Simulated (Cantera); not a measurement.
**Equilibrium for fluorocarbon and chlorocarbon gases: CF4 + CH4 + H2**

A closed system holds: 1 mol CF4, 0.28 mol CH4, 0.16 mol H2, at 0.0100 bar.

These are equilibrium values from Cantera (NASA tables, ideal gas, pure condensed phases), not measurements of a reactor. Candidate condensed phases: C, C6H6, C7H8, C8H18; 95 gas species. Gases not in the tables: C2F6 and larger saturated fluorocarbons. Kinetics and transport are ignored.

```csv
T (K),x HF,x CF4,x CF2,x F,x CF3,x CF,n C(graphite)
1248,0.692,0.308,2.54e-6,2.77e-7,1.03e-6,2.94e-12,0.640
1348,0.692,0.308,1.89e-5,2.66e-6,5.26e-6,9.50e-11,0.640
1448,0.692,0.308,0.000106,1.87e-5,2.13e-5,1.89e-9,0.640
1548,0.692,0.307,0.000474,0.000102,7.19e-5,2.55e-8,0.640
1648,0.691,0.306,0.00176,0.000454,0.000209,2.50e-7,0.638
1748,0.689,0.303,0.00558,0.00170,0.000531,1.88e-6,0.635
1848,0.684,0.294,0.0154,0.00548,0.00120,1.13e-5,0.626
1948,0.671,0.274,0.0375,0.0155,0.00242,5.54e-5,0.607
2048,0.644,0.234,0.0794,0.0388,0.00423,0.000227,0.570
```
x: gas mole fraction; n: condensed amount in mol.

From 1248 K to 2048 K the condensed part is C(graphite). The main C-bearing gas is CF4 throughout.
